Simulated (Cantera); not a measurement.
# N2O furnace oxynitridation

An isothermal, constant-pressure homogeneous reactor starts with 50.1 % N2O, 0.286 % H2, 42.6 % N2, 7.02 % H2O, at 1025 K and 100.0 Torr.

Computed with Cantera and GRI-Mech 3.0 (53 species, 325 reactions). GRI-Mech 3.0 was tuned for natural gas; its chemistry of N2O as a main component is partial and can be far from experiment. The mechanism lacks the step 2 NO + O2 → 2 NO2, which can matter for NO2 below about 1400 K. The temperature is held fixed by assumption; the heat of reaction is taken as removed at once.

```tsv
t (s)	x N2O	x H2	x O	x NO2	x OH	x H2O	x O2
0.000900	0.501	0.00286	7.76e-8	<1e-12	1.40e-7	0.0702	3.22e-7
0.00274	0.501	0.00285	7.77e-8	1.10e-11	4.45e-7	0.0702	1.10e-6
0.00832	0.501	0.00282	7.80e-8	1.09e-9	1.11e-6	0.0702	3.49e-6
0.0253	0.501	0.00267	7.91e-8	4.87e-8	1.66e-6	0.0703	1.13e-5
0.0769	0.500	0.00219	8.17e-8	3.90e-7	1.90e-6	0.0708	3.64e-5
0.234	0.499	0.00107	8.73e-8	1.58e-6	2.19e-6	0.0719	0.000116
0.711	0.497	0.000111	9.12e-8	1.16e-5	2.13e-6	0.0729	0.000368
2.16	0.495	2.47e-7	8.66e-8	6.09e-5	1.87e-6	0.0729	0.00115
6.58	0.489	8.72e-9	8.12e-8	0.000128	2.17e-6	0.0727	0.00349
20.0	0.471	4.84e-9	7.54e-8	0.000204	2.62e-6	0.0722	0.0104
```
x: mole fraction; the columns are a selection and need not sum to one.

Equilibrium at this temperature and pressure: N2O 1.11e-9, H2 6.53e-11, O 4.06e-10, NO2 6.26e-7, OH 2.32e-7, H2O 0.0584, O2 0.199 (gas phase only).
